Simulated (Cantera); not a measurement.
## Silicon epitaxy and polysilicon growth: SiHCl3 + HCl + H2

Input: 1 mol SiHCl3, a varied amount of HCl, 31 mol H2, equilibrated at 1698 K and 100 Torr.

Method: chemical equilibrium by Gibbs-energy minimisation in Cantera with the NASA 1993 tables (ideal gas, pure condensed phases). Candidate condensed phases: Si; 19 gas species. The tables' values for SiCl3, SiCl are old estimates; treat these amounts as uncertain. Gases not in the tables: Si2H6 and higher silanes. Equilibrium is a limit: real reactors are often held back by kinetics, nucleation or transport.

From 0.33 mol HCl to 1.9 mol HCl the condensed part is Si(l). From 2.1 mol HCl to 2.4 mol HCl nothing is condensed. The main Si-bearing gas is SiCl2 throughout.

| n(HCl) (mol) | x H2 | x HCl | x SiCl2 | x SiCl3 | x H | x SiHCl3 | x SiCl4 | n Si(l) |
|---|---|---|---|---|---|---|---|---|
| 0.33 | 0.917 | 0.0653 | 0.0167 | 0.000338 | 0.000379 | 3.65e-5 | 1.35e-5 | 0.429 |
| 0.5 | 0.914 | 0.0674 | 0.0179 | 0.000374 | 0.000379 | 4.03e-5 | 1.55e-5 | 0.385 |
| 0.68 | 0.910 | 0.0696 | 0.0191 | 0.000413 | 0.000378 | 4.45e-5 | 1.77e-5 | 0.339 |
| 0.85 | 0.907 | 0.0715 | 0.0203 | 0.000452 | 0.000377 | 4.86e-5 | 1.99e-5 | 0.294 |
| 1 | 0.904 | 0.0732 | 0.0213 | 0.000487 | 0.000377 | 5.23e-5 | 2.20e-5 | 0.254 |
| 1.2 | 0.901 | 0.0754 | 0.0227 | 0.000536 | 0.000376 | 5.74e-5 | 2.50e-5 | 0.200 |
| 1.4 | 0.897 | 0.0776 | 0.0241 | 0.000586 | 0.000375 | 6.27e-5 | 2.82e-5 | 0.145 |
| 1.5 | 0.895 | 0.0786 | 0.0248 | 0.000612 | 0.000375 | 6.54e-5 | 2.98e-5 | 0.118 |
| 1.7 | 0.892 | 0.0806 | 0.0262 | 0.000664 | 0.000374 | 7.08e-5 | 3.33e-5 | 0.0619 |
| 1.9 | 0.888 | 0.0826 | 0.0276 | 0.000718 | 0.000373 | 7.64e-5 | 3.69e-5 | 0.00546 |
| 2.1 | 0.884 | 0.0875 | 0.0275 | 0.000761 | 0.000372 | 8.08e-5 | 4.15e-5 | 0 |
| 2.2 | 0.881 | 0.0900 | 0.0274 | 0.000781 | 0.000372 | 8.28e-5 | 4.40e-5 | 0 |
| 2.4 | 0.876 | 0.0951 | 0.0272 | 0.000821 | 0.000371 | 8.68e-5 | 4.90e-5 | 0 |
x: gas mole fraction; n: condensed amount in mol.
